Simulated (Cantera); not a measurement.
Cu2O + CH4 + CO (carbothermic reduction)

A closed system holds: 1 mol Cu2O, a varied amount of CH4, 0.065 mol CO, at 2000 K and 165 Torr.

Method: chemical equilibrium by Gibbs-energy minimisation in Cantera with the NASA 1993 tables (ideal gas, pure condensed phases). Candidate condensed phases: C, C6H6, C7H8, C8H18, Cu, CuO, Cu(OH)2, Cu2O, H2O; 113 gas species. Equilibrium is a limit: real reactors are often held back by kinetics, nucleation or transport.

```csv
n(CH4) (mol),x H2,x H2O,x CO,x CO2,x Cu,x H,n Cu(l),n C(graphite)
0.4,0.244,0.374,0.270,0.0902,0.0196,0.00171,1.97,0
1,0.637,3.24e-5,0.340,3.78e-6,0.0196,0.00277,1.94,0
1.6,0.732,4.62e-6,0.244,3.36e-7,0.0196,0.00297,1.91,0.595
2.2,0.786,3.87e-6,0.191,2.05e-7,0.0196,0.00307,1.89,1.19
2.8,0.820,3.31e-6,0.156,1.38e-7,0.0196,0.00314,1.87,1.79
3.4,0.844,2.88e-6,0.133,9.88e-8,0.0196,0.00319,1.84,2.39
4.1,0.864,2.51e-6,0.113,7.12e-8,0.0196,0.00322,1.81,3.09
4.7,0.877,2.25e-6,0.0996,5.58e-8,0.0196,0.00325,1.79,3.68
5.3,0.887,2.04e-6,0.0894,4.49e-8,0.0196,0.00327,1.76,4.28
5.9,0.895,1.87e-6,0.0810,3.69e-8,0.0196,0.00328,1.74,4.88
```
x: gas mole fraction; n: condensed amount in mol.

From 0.4 mol CH4 to 1 mol CH4 the condensed part is Cu(l). From 1.6 mol CH4 to 5.9 mol CH4 the condensed part is C(graphite) + Cu(l). The main Cu-bearing gas is Cu throughout. The share of Cu in condensed phases is highest at 0.4 mol CH4 (98.7 %) and lowest at 5.9 mol CH4 (87.0 %).
